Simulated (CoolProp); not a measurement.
Properties of sulfur hexafluoride at several states.

Computed with CoolProp (reference Helmholtz-energy equation of state, Guder 2009).

| T (K) | p (bar) | phase | density (kg/m³) | cp (kJ/(kg K)) | conductivity (mW/(m K)) |
|---|---|---|---|---|---|
| 246 | 45.5 | liquid | 1757 | 0.8879 | 73.1 |
| 338.1 | 0.101 | gas | 0.5251 | 0.7244 | 15.9 |
| 282.1 | 11.1 | gas | 83.52 | 0.7416 | 12.6 |

Thermal conductivity comes from a separate model (Assael 2012).
